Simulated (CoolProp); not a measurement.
Vapour-liquid equilibrium of isopentane (1) + R365MFC (2) at 105.35 °C; x and y are mole fractions of (1).

The numbers come from the multi-fluid Helmholtz-energy mixture model, Lemmon 2006 and Lemmon 2016; pair parameters Bell 2016 in CoolProp.

```tsv
x	bubble pressure (MPa)	y at the bubble point	dew pressure at overall composition x (MPa)	liquid density (mol/L)
0.05	0.7286	0.114	0.6929	7.115
0.2	0.8644	0.330	0.7807	6.998
0.35	0.9411	0.456	0.8777	6.912
0.5	0.9775	0.547	0.9618	6.874
0.65	0.9835	0.632	0.9810	6.899
0.8	0.9551	0.734	0.9233	6.992
0.95	0.8640	0.905	0.8379	7.149
```

y crosses x between x = 0.5 and 0.65: the model has an azeotrope there.

Pair parameters are fitted to limited data, so mixtures are less certain than the pure fluids.
